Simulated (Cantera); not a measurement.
A closed system holds: 1 mol Si, 0.021 mol CO2, 42 mol H2, at 0.510 Torr.

These are equilibrium values from Cantera (NASA tables, ideal gas, pure condensed phases), not measurements of a reactor. Candidate condensed phases: C, C6H6, C7H8, C8H18, H2O, Si, SiC, SiO2; 123 gas species. Mutual solubility and eutectic melting of coexisting phases are not modelled. Gases not in the tables: Si2H6 and higher silanes. Equilibrium is a limit: real reactors are often held back by kinetics, nucleation or transport.

**Question.** Which condensed phases are stable at each of these points (T (°C)): 1275, 1325, 1375, 1425, 1475, 1525, 1575, 1625, 1675, 1725?

**Answer.** 
```
T (°C)  condensed phases  Si condensed (%)
------  ----------------  ----------------
1275      Si(s) + SiC(s)              95.7
1325      Si(s) + SiC(s)              95.3
1375      Si(s) + SiC(s)              94.2
1425      Si(l) + SiC(s)              91.6
1475      Si(l) + SiC(s)              86.4
1525      Si(l) + SiC(s)              75.5
1575      Si(l) + SiC(s)              53.8
1625      Si(l) + SiC(s)              11.5
1675            gas only               0.0
1725            gas only               0.0
```

From 1275 °C to 1375 °C the condensed part is Si(s) + SiC(s). From 1425 °C to 1625 °C the condensed part is Si(l) + SiC(s). From 1675 °C to 1725 °C nothing is condensed.
